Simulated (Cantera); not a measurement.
Input: 1 mol Pb, 2.8 mol O₂, 0.37 mol N₂, held at 6.20 mbar.

Equilibrium computed with Cantera from the NASA thermochemical tables; the gas is ideal and each condensed phase is pure. Candidate condensed phases: Pb, PbO, PbO₂, Pb₃O₄; 12 gas species. Gases not in the tables: (PbO)n polymers. Kinetics and transport are ignored.

**Question.** Which condensed phases are stable at each of these points (T (°C)): 627, 677, 727, 777, 827, 877, 927, 977, 1027, 1077, 1127, 1177?

**Answer.** 
```json
[
 {"T (°C)": "627", "condensed phases": "PbO(yellow)", "Pb condensed (%)": "100.0"},
 {"T (°C)": "677", "condensed phases": "PbO(yellow)", "Pb condensed (%)": "100.0"},
 {"T (°C)": "727", "condensed phases": "PbO(yellow)", "Pb condensed (%)": "100.0"},
 {"T (°C)": "777", "condensed phases": "PbO(yellow)", "Pb condensed (%)": "99.9"},
 {"T (°C)": "827", "condensed phases": "PbO(yellow)", "Pb condensed (%)": "99.7"},
 {"T (°C)": "877", "condensed phases": "PbO(yellow)", "Pb condensed (%)": "99.0"},
 {"T (°C)": "927", "condensed phases": "PbO(l)", "Pb condensed (%)": "97.0"},
 {"T (°C)": "977", "condensed phases": "PbO(l)", "Pb condensed (%)": "91.8"},
 {"T (°C)": "1027", "condensed phases": "PbO(l)", "Pb condensed (%)": "78.7"},
 {"T (°C)": "1077", "condensed phases": "PbO(l)", "Pb condensed (%)": "44.6"},
 {"T (°C)": "1127", "condensed phases": "gas only", "Pb condensed (%)": "0.0"},
 {"T (°C)": "1177", "condensed phases": "gas only", "Pb condensed (%)": "0.0"}
]
```

From 627 °C to 877 °C the condensed part is PbO(yellow). From 927 °C to 1077 °C the condensed part is PbO(l). From 1127 °C to 1177 °C nothing is condensed.
